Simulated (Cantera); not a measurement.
What does this Cantera script print?

```python
import numpy as np
import cantera as ct

gas = ct.Solution("gri30.yaml", transport_model="multicomponent")
show = ['CH4', 'OH', 'CH3']

rows = []
print(f"{'T/K':>7s}{'rho':>11s}{'cp':>10s}{'mu':>11s}{'lambda':>11s}{'Pr':>7s}" + "".join(f"{'D_' + s:>11s}" for s in show))
for T in [400, 500, 600, 700, 800, 900, 1000, 1100]:
    gas.TPX = T, 101325, {'H2O': 0.82, 'CO': 0.45}
    Pr = gas.cp_mass * gas.viscosity / gas.thermal_conductivity
    D = [gas.mix_diff_coeffs_mole[gas.species_index(s)] for s in show]
    rows.append([gas.density, gas.cp_mass, gas.viscosity, gas.thermal_conductivity, Pr, *D])
    print(f"{T:7g}{gas.density:11.4e}{gas.cp_mass:10.1f}{gas.viscosity:11.4e}"
          f"{gas.thermal_conductivity:11.4e}{Pr:7.3f}" + "".join(f"{d:11.4e}" for d in D))
print("SI units: kg/m3, J/kg/K, Pa s, W/m/K, m2/s")
```

Output:

```
    T/K        rho        cp         mu     lambda     Pr      D_CH4       D_OH      D_CH3
    400 6.5675e-01    1509.2 1.6859e-05 3.7003e-02  0.688 3.8794e-05 5.8926e-05 3.9549e-05
    500 5.2540e-01    1544.8 2.0707e-05 4.7066e-02  0.680 5.8648e-05 8.7699e-05 5.9583e-05
    600 4.3783e-01    1587.8 2.4439e-05 5.7440e-02  0.676 8.1642e-05 1.2070e-04 8.2718e-05
    700 3.7529e-01    1635.2 2.8053e-05 6.8091e-02  0.674 1.0752e-04 1.5762e-04 1.0871e-04
    800 3.2838e-01    1684.4 3.1554e-05 7.8965e-02  0.673 1.3609e-04 1.9821e-04 1.3736e-04
    900 2.9189e-01    1733.6 3.4949e-05 9.0005e-02  0.673 1.6718e-04 2.4230e-04 1.6853e-04
   1000 2.6270e-01    1782.0 3.8243e-05 1.0118e-01  0.674 2.0069e-04 2.8972e-04 2.0210e-04
   1100 2.3882e-01    1830.2 4.1442e-05 1.1251e-01  0.674 2.3649e-04 3.4033e-04 2.3795e-04
SI units: kg/m3, J/kg/K, Pa s, W/m/K, m2/s
```

Cantera simulation using GRI-Mech 3.0 (53 species, 325 reactions); the numbers are that mechanism's predictions, not measurements. Polar gases are described roughly by these parameters.
